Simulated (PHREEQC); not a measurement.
0.45 g of hydrous ferric oxide (600 m²/g; 0.2 weak and 0.005 strong sites per Fe, Dzombak-Morel constants, diffuse double layer) in 1 kg of water with 0.05 mol/kgw of an inert sodium salt and 3.1e-06 mol CuSO4, at 25 °C; the pH is set by adding NaOH or the inert anion's acid. Oxygen is held at 0.21 atm. CO2 from the air is kept out. No solid was allowed to form.

Base run: PHREEQC, ion-association model, wateq4f.dat. Each further column changes one thing. The table gives S sorbed (%).

```json
[
 {"pH": "4", "base": "99.7", "no electrostatic term (-no_edl)": "0.1", "background salt from 0.05 to 0.005 mol/kgw": "100.0", "oxide from 0.45 to 2.2 g/kgw": "99.9", "0.0014 mol/kgw Na2SO4 added": "29.9"},
 {"pH": "4.67", "base": "99.3", "no electrostatic term (-no_edl)": "0.1", "background salt from 0.05 to 0.005 mol/kgw": "100.0", "oxide from 0.45 to 2.2 g/kgw": "99.8", "0.0014 mol/kgw Na2SO4 added": "28.3"},
 {"pH": "5.33", "base": "96.9", "no electrostatic term (-no_edl)": "0.1", "background salt from 0.05 to 0.005 mol/kgw": "99.6", "oxide from 0.45 to 2.2 g/kgw": "99.3", "0.0014 mol/kgw Na2SO4 added": "24.0"},
 {"pH": "6", "base": "82.7", "no electrostatic term (-no_edl)": "0.1", "background salt from 0.05 to 0.005 mol/kgw": "96.3", "oxide from 0.45 to 2.2 g/kgw": "95.9", "0.0014 mol/kgw Na2SO4 added": "16.7"},
 {"pH": "6.67", "base": "35.0", "no electrostatic term (-no_edl)": "0.2", "background salt from 0.05 to 0.005 mol/kgw": "64.9", "oxide from 0.45 to 2.2 g/kgw": "72.3", "0.0014 mol/kgw Na2SO4 added": "8.6"},
 {"pH": "7.33", "base": "4.5", "no electrostatic term (-no_edl)": "0.2", "background salt from 0.05 to 0.005 mol/kgw": "10.4", "oxide from 0.45 to 2.2 g/kgw": "18.7", "0.0014 mol/kgw Na2SO4 added": "2.6"},
 {"pH": "8", "base": "0.3", "no electrostatic term (-no_edl)": "0.2", "background salt from 0.05 to 0.005 mol/kgw": "0.6", "oxide from 0.45 to 2.2 g/kgw": "1.6", "0.0014 mol/kgw Na2SO4 added": "0.3"},
 {"pH": "8.67", "base": "0.0", "no electrostatic term (-no_edl)": "0.2", "background salt from 0.05 to 0.005 mol/kgw": "0.0", "oxide from 0.45 to 2.2 g/kgw": "0.1", "0.0014 mol/kgw Na2SO4 added": "0.0"},
 {"pH": "9.33", "base": "0.0", "no electrostatic term (-no_edl)": "0.1", "background salt from 0.05 to 0.005 mol/kgw": "0.0", "oxide from 0.45 to 2.2 g/kgw": "0.0", "0.0014 mol/kgw Na2SO4 added": "0.0"},
 {"pH": "10", "base": "0.0", "no electrostatic term (-no_edl)": "0.0", "background salt from 0.05 to 0.005 mol/kgw": "0.0", "oxide from 0.45 to 2.2 g/kgw": "0.0", "0.0014 mol/kgw Na2SO4 added": "0.0"},
 {"pH": "10.67", "base": "0.0", "no electrostatic term (-no_edl)": "0.0", "background salt from 0.05 to 0.005 mol/kgw": "0.0", "oxide from 0.45 to 2.2 g/kgw": "0.0", "0.0014 mol/kgw Na2SO4 added": "0.0"},
 {"pH": "11.33", "base": "0.0", "no electrostatic term (-no_edl)": "0.0", "background salt from 0.05 to 0.005 mol/kgw": "0.0", "oxide from 0.45 to 2.2 g/kgw": "0.0", "0.0014 mol/kgw Na2SO4 added": "0.0"},
 {"pH": "12", "base": "0.0", "no electrostatic term (-no_edl)": "0.0", "background salt from 0.05 to 0.005 mol/kgw": "0.0", "oxide from 0.45 to 2.2 g/kgw": "0.0", "0.0014 mol/kgw Na2SO4 added": "0.0"}
]
```

The database's constant for dissolved Cu(OH)2 is higher than later reviews accept.
